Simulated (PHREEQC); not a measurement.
Solution (25 °C): 0.75 mol/kgw MgSO4, 0.09 mol/kgw Na2SO4 and 1.1 mol/kgw KBr. Closed to the air; pH follows from the charge balance.

Computed with PHREEQC (Pitzer model, pitzer.dat).

Q: The ionic strength comes out as 4.37 mol/kgw. What activity coefficients do Mg+2, SO4-2, Br-, MgOH+, HSO4- get?

A: Mg+2 0.22, SO4-2 0.020, Br- 0.67, MgOH+ 0.39, HSO4- 0.56. Single-ion values are on the MacInnes scale.

This is a speciation only: nothing precipitates in the calculation.
